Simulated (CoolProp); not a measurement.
Saturation properties of tetrahydrofuran (Tc = 540.2 K, pc = 5.304 MPa, ω = 0.234).

Values from CoolProp's reference Helmholtz-energy equation of state, Fiedler 2023.

```json
[
 {"T (K)": "253.6", "p (MPa)": "0.002020", "liquid density (kg/m³)": "930.0", "enthalpy of vaporisation (kJ/kg)": "476.9", "liquid cp (kJ/(kg K))": "1.582", "vapour Z": "0.9987"},
 {"T (K)": "267.8", "p (MPa)": "0.004762", "liquid density (kg/m³)": "914.9", "enthalpy of vaporisation (kJ/kg)": "466.9", "liquid cp (kJ/(kg K))": "1.622", "vapour Z": "0.9974"},
 {"T (K)": "281.9", "p (MPa)": "0.01009", "liquid density (kg/m³)": "899.7", "enthalpy of vaporisation (kJ/kg)": "457.0", "liquid cp (kJ/(kg K))": "1.667", "vapour Z": "0.9953"},
 {"T (K)": "296.1", "p (MPa)": "0.01976", "liquid density (kg/m³)": "884.2", "enthalpy of vaporisation (kJ/kg)": "447.1", "liquid cp (kJ/(kg K))": "1.717", "vapour Z": "0.9919"},
 {"T (K)": "310.2", "p (MPa)": "0.03584", "liquid density (kg/m³)": "868.6", "enthalpy of vaporisation (kJ/kg)": "437.2", "liquid cp (kJ/(kg K))": "1.769", "vapour Z": "0.9872"},
 {"T (K)": "324.4", "p (MPa)": "0.06139", "liquid density (kg/m³)": "852.6", "enthalpy of vaporisation (kJ/kg)": "427.1", "liquid cp (kJ/(kg K))": "1.824", "vapour Z": "0.9807"},
 {"T (K)": "338.5", "p (MPa)": "0.09945", "liquid density (kg/m³)": "836.4", "enthalpy of vaporisation (kJ/kg)": "416.8", "liquid cp (kJ/(kg K))": "1.882", "vapour Z": "0.9722"},
 {"T (K)": "352.7", "p (MPa)": "0.1545", "liquid density (kg/m³)": "819.7", "enthalpy of vaporisation (kJ/kg)": "406.0", "liquid cp (kJ/(kg K))": "1.942", "vapour Z": "0.9615"},
 {"T (K)": "366.8", "p (MPa)": "0.2302", "liquid density (kg/m³)": "802.7", "enthalpy of vaporisation (kJ/kg)": "394.8", "liquid cp (kJ/(kg K))": "2.004", "vapour Z": "0.9483"},
 {"T (K)": "381", "p (MPa)": "0.3325", "liquid density (kg/m³)": "785.1", "enthalpy of vaporisation (kJ/kg)": "383.0", "liquid cp (kJ/(kg K))": "2.069", "vapour Z": "0.9324"},
 {"T (K)": "395.1", "p (MPa)": "0.4651", "liquid density (kg/m³)": "767.0", "enthalpy of vaporisation (kJ/kg)": "370.5", "liquid cp (kJ/(kg K))": "2.137", "vapour Z": "0.9137"},
 {"T (K)": "409.3", "p (MPa)": "0.6356", "liquid density (kg/m³)": "748.0", "enthalpy of vaporisation (kJ/kg)": "357.1", "liquid cp (kJ/(kg K))": "2.208", "vapour Z": "0.8918"},
 {"T (K)": "423.4", "p (MPa)": "0.8473", "liquid density (kg/m³)": "728.2", "enthalpy of vaporisation (kJ/kg)": "342.7", "liquid cp (kJ/(kg K))": "2.285", "vapour Z": "0.8667"},
 {"T (K)": "437.6", "p (MPa)": "1.110", "liquid density (kg/m³)": "707.2", "enthalpy of vaporisation (kJ/kg)": "326.9", "liquid cp (kJ/(kg K))": "2.369", "vapour Z": "0.8377"},
 {"T (K)": "451.7", "p (MPa)": "1.426", "liquid density (kg/m³)": "684.9", "enthalpy of vaporisation (kJ/kg)": "309.7", "liquid cp (kJ/(kg K))": "2.464", "vapour Z": "0.8047"}
]
```

It boils at 339.1 K under 1 atm.
